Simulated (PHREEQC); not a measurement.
0.029 g of hydrous ferric oxide (600 m²/g; 0.2 weak and 0.005 strong sites per Fe, Dzombak-Morel constants, diffuse double layer) in 1 kg of water with 0.01 mol/kgw of an inert sodium salt, at 25 °C; the pH is set by adding NaOH or the inert anion's acid. Oxygen alone is held at its pressure in air (log pO2 = -0.68). CO2 from the air is kept out. Nothing may precipitate in this run.

Base run: PHREEQC, ion-association model, wateq4f.dat. Each further column changes one thing. The table gives surface charge σ (C/m²).

```csv
pH,base,background salt from 0.01 to 0.001 mol/kgw,oxide from 0.029 to 0.15 g/kgw,5.1e-05 mol/kgw Ag2SO4 added
3,0.324,0.252,0.325,0.069
4.33,0.178,0.090,0.179,0.058
5.67,0.066,0.026,0.066,0.038
7,0.017,0.006,0.017,0.016
8.33,-0.003,-0.001,-0.003,-0.003
9.67,-0.029,-0.010,-0.029,-0.025
11,-0.099,-0.054,-0.099,-0.041
```

The oxide is taken as insoluble; below pH 4 it would dissolve. In at least one series the solution becomes supersaturated in solids that the run did not let form, among them Ag2O.
